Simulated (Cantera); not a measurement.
An adiabatic, constant-pressure homogeneous reactor starts with CO : H₂ : O₂ : N₂ = 1 : 0.084 : 1.26 : 4.74 (molar parts), equivalence ratio 0.43, at 1775 K and 2.40 bar. Integrator tolerance rtol = 1e-08.

Model: GRI-Mech 3.0 (53 species, 325 reactions), integrated in Cantera. The hydrogen kinetics of GRI-Mech 3.0 are dated; newer H2 mechanisms differ, most at raised pressure.

Question: What does this change do: CO 1 to 1.3 parts?

Answer: 
```
quantity                                                              before                                      after
---------------------------------  -----------------------------------------  -----------------------------------------
time of steepest temperature rise                                    20.8 µs                                    19.7 µs
temperature at 2.00 s                                                 2655 K                                     2751 K
equilibrium temperature                                               2655 K                                     2751 K
x(CO) at 2.00 s                        0.0208 (gas-phase equilibrium 0.0208)      0.0403 (gas-phase equilibrium 0.0403)
x(H₂) at 2.00 s                    0.000237 (gas-phase equilibrium 0.000237)  0.000343 (gas-phase equilibrium 0.000343)
x(O₂) at 2.00 s                          0.104 (gas-phase equilibrium 0.104)      0.0871 (gas-phase equilibrium 0.0871)
x(CO₂) at 2.00 s                         0.130 (gas-phase equilibrium 0.130)        0.149 (gas-phase equilibrium 0.149)
x(NO) at 2.00 s                        0.0199 (gas-phase equilibrium 0.0199)      0.0206 (gas-phase equilibrium 0.0206)
x(HO₂) at 2.00 s                     4.81e-6 (gas-phase equilibrium 4.81e-6)    4.90e-6 (gas-phase equilibrium 4.90e-6)
```

Question: What does this change do: initial temperature 1775 to 1398 K?

Answer: 
| quantity | before | after |
|---|---|---|
| time of steepest temperature rise | 20.8 µs | 28.0 µs |
| temperature at 2.00 s | 2655 K | 2442 K |
| equilibrium temperature | 2655 K | 2442 K |
| x(CO) at 2.00 s | 0.0208 (gas-phase equilibrium 0.0208) | 0.00781 (gas-phase equilibrium 0.00781) |
| x(H₂) at 2.00 s | 0.000237 (gas-phase equilibrium 0.000237) | 0.000101 (gas-phase equilibrium 0.000101) |
| x(O₂) at 2.00 s | 0.104 (gas-phase equilibrium 0.104) | 0.104 (gas-phase equilibrium 0.104) |
| x(CO₂) at 2.00 s | 0.130 (gas-phase equilibrium 0.130) | 0.144 (gas-phase equilibrium 0.144) |
| x(NO) at 2.00 s | 0.0199 (gas-phase equilibrium 0.0199) | 0.0139 (gas-phase equilibrium 0.0139) |
| x(HO₂) at 2.00 s | 4.81e-6 (gas-phase equilibrium 4.81e-6) | 3.03e-6 (gas-phase equilibrium 3.03e-6) |

Question: What does this change do: initial temperature 1775 to 1400 K?

Answer: 
```tsv
quantity	before	after
time of steepest temperature rise	20.8 µs	27.8 µs
temperature at 2.00 s	2655 K	2444 K
equilibrium temperature	2655 K	2444 K
x(CO) at 2.00 s	0.0208 (gas-phase equilibrium 0.0208)	0.00786 (gas-phase equilibrium 0.00786)
x(H₂) at 2.00 s	0.000237 (gas-phase equilibrium 0.000237)	0.000102 (gas-phase equilibrium 0.000102)
x(O₂) at 2.00 s	0.104 (gas-phase equilibrium 0.104)	0.104 (gas-phase equilibrium 0.104)
x(CO₂) at 2.00 s	0.130 (gas-phase equilibrium 0.130)	0.144 (gas-phase equilibrium 0.144)
x(NO) at 2.00 s	0.0199 (gas-phase equilibrium 0.0199)	0.0140 (gas-phase equilibrium 0.0140)
x(HO₂) at 2.00 s	4.81e-6 (gas-phase equilibrium 4.81e-6)	3.04e-6 (gas-phase equilibrium 3.04e-6)
```
